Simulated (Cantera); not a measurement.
A Cantera script and its output.

```python
import numpy as np
import cantera as ct

surf = ct.Interface("ptcombust.yaml", "Pt_surf")
gas = surf.adjacent["gas"]
gas.TPX = 300, 12000, {'CH4': 0.024, 'O2': 0.079, 'N2': 0.79}
jet = ct.ImpingingJet(gas=gas, width=0.081, surface=surf)
jet.inlet.mdot, jet.inlet.T, jet.inlet.X = 0.11, 300, {'CH4': 0.024, 'O2': 0.079, 'N2': 0.79}
jet.set_refine_criteria(ratio=10, slope=0.2, curve=0.3)
show, cover = ['CH4', 'O2', 'H2O', 'OH', 'CO', 'CO2'], ["PT(S)", "H(S)", "O(S)", "OH(S)", "CO(S)", "C(S)"]

rows = []
print(f"{'Ts/K':>7s}" + "".join(f"{s:>11s}" for s in show + cover) + "   (gas at the wall, coverages)")
for i, Ts in enumerate([850, 900, 950, 1000, 1050, 1100, 1150, 1200]):
    jet.surface.T = Ts
    if i == 0:
        surf.TP = Ts, 12000
        surf.coverages = "PT(S):0.5, O(S):0.5"
        surf.advance_coverages(1.0)
        jet.set_initial_guess(products="inlet")
    jet.solve(loglevel=0, auto=(i == 0))
    rows.append([*(jet.X[gas.species_index(s), -1] for s in show), *surf[cover].coverages])
    print(f"{Ts:7g}" + "".join(f"{x:11.3e}" for x in rows[-1]))
```

It prints:

```
   Ts/K        CH4         O2        H2O         OH         CO        CO2      PT(S)       H(S)       O(S)      OH(S)      CO(S)       C(S)   (gas at the wall, coverages)
    850  2.027e-02  7.441e-02  1.240e-02  6.395e-09  5.576e-06  8.075e-03  1.463e-01  2.761e-08  8.525e-01  1.136e-03  1.350e-05  3.447e-08
    900  1.523e-02  6.373e-02  2.176e-02  2.553e-08  6.055e-06  1.422e-02  2.148e-01  9.344e-08  7.838e-01  1.395e-03  1.137e-05  4.044e-08
    950  1.084e-02  5.443e-02  2.987e-02  7.859e-08  6.035e-06  1.957e-02  2.900e-01  2.408e-07  7.085e-01  1.473e-03  8.299e-06  3.971e-08
   1000  7.760e-03  4.794e-02  3.550e-02  2.115e-07  5.929e-06  2.331e-02  3.663e-01  5.115e-07  6.322e-01  1.419e-03  5.718e-06  3.573e-08
   1050  5.750e-03  4.372e-02  3.913e-02  5.002e-07  5.917e-06  2.574e-02  4.410e-01  9.562e-07  5.577e-01  1.298e-03  3.935e-06  3.132e-08
   1100  4.441e-03  4.100e-02  4.144e-02  1.077e-06  6.096e-06  2.730e-02  5.121e-01  1.633e-06  4.868e-01  1.154e-03  2.777e-06  2.753e-08
   1150  3.568e-03  3.922e-02  4.293e-02  2.140e-06  6.488e-06  2.831e-02  5.785e-01  2.612e-06  4.205e-01  1.009e-03  2.030e-06  2.459e-08
   1200  2.965e-03  3.805e-02  4.390e-02  3.967e-06  7.122e-06  2.895e-02  6.398e-01  3.978e-06  3.593e-01  8.713e-04  1.542e-06  2.245e-08
```

Detailed kinetics in Cantera: Deutschmann's 1995 Pt surface mechanism with GRI-Mech 3.0 gas chemistry. Catalytic surfaces can have several steady states; this one follows from the mechanism file's or the stated starting coverage.
